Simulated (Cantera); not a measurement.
## Fluorocarbon and chlorocarbon gases: c-C4F8 + H2

Input: 1 mol c-C4F8, 17 mol H2, at 1.33 mbar.

Cantera equilibrium calculation (NASA polynomials, part measured and part estimated; ideal gas, pure solids and liquids). Candidate condensed phases: C, C6H6, C7H8, C8H18; 110 gas species. Ions and electrons are included (thermal ionisation). The feed counts by its element totals alone. The numbers say what is thermodynamically allowed, not how fast it happens.

From 1727 °C to 2227 °C the condensed part is C(graphite). From 2727 °C to 4727 °C nothing is condensed. The main C-bearing gas is C2H2 (acetylene) at 1727 °C and C at 4727 °C.

```csv
T (°C),x H,x H2,x HF,x F,x C,x C3,n C(graphite)
1727,0.0342,0.591,0.374,8.92e-6,2.28e-8,2.08e-8,3.98
2227,0.381,0.307,0.307,0.000798,0.000125,0.000373,3.78
2727,0.701,0.0262,0.189,0.0313,0.0181,0.0252,0
3227,0.733,0.00206,0.0309,0.148,0.0795,0.000997,0
3727,0.738,0.000286,0.00275,0.172,0.0865,4.02e-6,0
4227,0.739,6.09e-5,0.000373,0.174,0.0868,4.56e-8,0
4727,0.739,1.76e-5,7.46e-5,0.174,0.0864,1.24e-9,0
```
x: gas mole fraction; n: condensed amount in mol.
